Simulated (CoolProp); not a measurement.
Vapour pressure (MPa) of n-perfluorobutane: the reference equation beside estimates from Tc = 113.2 °C, pc = 2.322 MPa, ω = 0.372.

Model: reference Helmholtz-energy equation of state, Gao 2022, in CoolProp.

```
T (°C)   reference  van der Waals  Soave-Redlich-Kwong  Peng-Robinson
------  ----------  -------------  -------------------  -------------
30.95       0.3220         0.8258               0.3247         0.3209
35.15       0.3655         0.8802               0.3690         0.3645
39.45       0.4145         0.9383           (withheld)         0.4137
43.65       0.4669         0.9972               0.4726         0.4664
47.95       0.5256          1.060               0.5327         0.5256
52.15       0.5881          1.124               0.5968     (withheld)
56.45       0.6577          1.191               0.6682         0.6593
60.65       0.7314          1.259               0.7439         0.7341
64.95       0.8132          1.332               0.8279         0.8172
69.15       0.8996          1.405               0.9166         0.9051
73.45       0.9950          1.482                1.014          1.002
77.65        1.095          1.561                1.117          1.105
81.85   (withheld)          1.641                1.228          1.215
```

### Question
Complete the blanks.

### Answer

- 39.45, Soave-Redlich-Kwong: 0.4190
- 52.15, Peng-Robinson: 0.5888
- 81.85, reference: 1.204

Absolute difference from the reference over all 13 rows, mean and median: van der Waals 87.0 and 81.1 %, Soave-Redlich-Kwong 1.5 and 1.6 %, Peng-Robinson 0.4 and 0.3 %.
